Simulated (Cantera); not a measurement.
# Thermodynamics of silicon carbide growth, feed Si(CH3)4 + C2H4 + H2 + HCl

A closed system holds: 1 mol Si(CH3)4, 0.26 mol C2H4, 27 mol H2, 0.62 mol HCl, held at 7.50 Torr.

Cantera equilibrium calculation (NASA polynomials, part measured and part estimated; ideal gas, pure solids and liquids). Candidate condensed phases: C, C6H6, C7H8, C8H18, Si, SiC; 109 gas species. The tables' values for SiCl are old estimates; treat these amounts as uncertain. Gases not in the tables: Si2H6 and higher silanes. Equilibrium is a limit: real reactors are often held back by kinetics, nucleation or transport.

From 998 K to 2198 K the condensed part is C(graphite) + SiC(s). From 2398 K to 2598 K the condensed part is C(graphite). The main Si-bearing gas is SiCl4 at 998 K and Si at 2598 K.

```
T (K)   x H2       x H      x Si   x HCl  x C2H2 (acetylene)  n C(graphite)  n SiC(s)
-----  -----  --------  --------  ------  ------------------  -------------  --------
998    0.981   2.13e-8    <1e-12  0.0182             1.06e-9           3.49     1.000
1198   0.982   1.88e-6    <1e-12  0.0182             9.71e-8           3.51     1.000
1398   0.982   4.69e-5  3.70e-10  0.0182             2.41e-6           3.52     1.000
1598   0.981  0.000527   9.76e-8  0.0181             2.64e-5           3.52     1.000
1798   0.978   0.00348   7.36e-6  0.0180            0.000169           3.51     0.999
1998   0.965    0.0158  0.000231  0.0177            0.000732           3.48     0.989
2198   0.922    0.0535   0.00386  0.0167             0.00234           3.50     0.823
2398   0.811     0.142    0.0197  0.0143             0.00560           3.76         0
2598   0.644     0.306    0.0173  0.0111              0.0104           3.08         0
```
x: gas mole fraction; n: condensed amount in mol.
